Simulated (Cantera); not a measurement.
## Equilibrium for iron carbonyl, mercury and lead vapours: Pb + N2 + CO

Charge: 1 mol Pb, 18 mol N2, 1.2 mol CO, at 75.0 Torr.

These are equilibrium values from Cantera (NASA tables, ideal gas, pure condensed phases), not measurements of a reactor. Candidate condensed phases: C, Pb, PbO, PbO2, Pb3O4; 27 gas species. Equilibrium is a limit: real reactors are often held back by kinetics, nucleation or transport.

```json
[
 {"T (K)": "1023", "x N2": "0.937", "x CO": "0.0622", "x Pb": "0.000267", "x CO2": "0.000138", "x Pb2": "1.17e-9", "n C(graphite)": "0.00266", "n Pb(l)": "0.995"},
 {"T (K)": "1073", "x N2": "0.937", "x CO": "0.0623", "x Pb": "0.000731", "x CO2": "5.47e-5", "x Pb2": "6.34e-9", "n C(graphite)": "0.00105", "n Pb(l)": "0.986"},
 {"T (K)": "1123", "x N2": "0.936", "x CO": "0.0623", "x Pb": "0.00183", "x CO2": "2.35e-5", "x Pb2": "2.93e-8", "n C(graphite)": "0.000451", "n Pb(l)": "0.965"},
 {"T (K)": "1173", "x N2": "0.934", "x CO": "0.0622", "x Pb": "0.00422", "x CO2": "1.08e-5", "x Pb2": "1.19e-7", "n C(graphite)": "0.000208", "n Pb(l)": "0.919"},
 {"T (K)": "1223", "x N2": "0.929", "x CO": "0.0619", "x Pb": "0.00908", "x CO2": "5.28e-6", "x Pb2": "4.26e-7", "n C(graphite)": "0", "n Pb(l)": "0.824"},
 {"T (K)": "1273", "x N2": "0.920", "x CO": "0.0613", "x Pb": "0.0184", "x CO2": "2.70e-6", "x Pb2": "1.38e-6", "n C(graphite)": "0", "n Pb(l)": "0.641"},
 {"T (K)": "1323", "x N2": "0.905", "x CO": "0.0603", "x Pb": "0.0352", "x CO2": "1.44e-6", "x Pb2": "4.07e-6", "n C(graphite)": "0", "n Pb(l)": "0.300"},
 {"T (K)": "1373", "x N2": "0.891", "x CO": "0.0594", "x Pb": "0.0495", "x CO2": "8.02e-7", "x Pb2": "6.58e-6", "n C(graphite)": "0", "n Pb(l)": "0"}
]
```
x: gas mole fraction; n: condensed amount in mol.

From 1023 K to 1173 K the condensed part is C(graphite) + Pb(l). From 1223 K to 1323 K the condensed part is Pb(l). At 1373 K nothing is condensed. The main Pb-bearing gas is Pb throughout. The share of Pb in condensed phases is highest at 1023 K (99.5 %) and lowest at 1373 K (0.0 %).
